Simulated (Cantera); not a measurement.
A perfectly stirred reactor is fed with 3.22 % CH4, 1.42 % C2H6, 20.0 % O2, 75.4 % N2, equivalence ratio 0.57, at 18.0 bar; it is adiabatic with a 800 K inlet, and is followed from long to short residence time, starting on the burning branch (τ in s: 0.033, 0.019, 0.011, 0.0062, 0.0036, 0.002, 0.0012, 0.00066, 0.00038, 0.00022, 0.00012, 7.1e-05, 4.1e-05).

Computed with Cantera and GRI-Mech 3.0 (53 species, 325 reactions). The pressure lies above the range GRI-Mech 3.0 was tuned for (to about 10 atm).

### Question
Predict: blow-out, bracketed by the residence times tried; x(CH4) at τ = 33.0 ms; x(C2H6) at τ = 33.0 ms; x(O2) at τ = 33.0 ms; x(CH2CO) at τ = 33.0 ms; x(HCN) at τ = 33.0 ms; x(CH4) at τ = 1.20 ms; x(C2H6) at τ = 1.20 ms; x(O2) at τ = 1.20 ms; x(CH2CO) at τ = 1.20 ms; x(HCN) at τ = 1.20 ms.

### Answer
```json
{
  "blow_out_bracketed_by_the_residence_times_tried": "burning at 41.0 µs, the shortest tried",
  "x(CH4) at τ = 33.0 ms": "1.22e-6",
  "x(C2H6) at τ = 33.0 ms": "9.44e-8",
  "x(O2) at τ = 33.0 ms": "0.0850",
  "x(CH2CO) at τ = 33.0 ms": "1.40e-7",
  "x(HCN) at τ = 33.0 ms": "2.29e-8",
  "x(CH4) at τ = 1.20 ms": "2.22e-5",
  "x(C2H6) at τ = 1.20 ms": "2.01e-6",
  "x(O2) at τ = 1.20 ms": "0.0855",
  "x(CH2CO) at τ = 1.20 ms": "3.37e-6",
  "x(HCN) at τ = 1.20 ms": "3.60e-8"
}
```
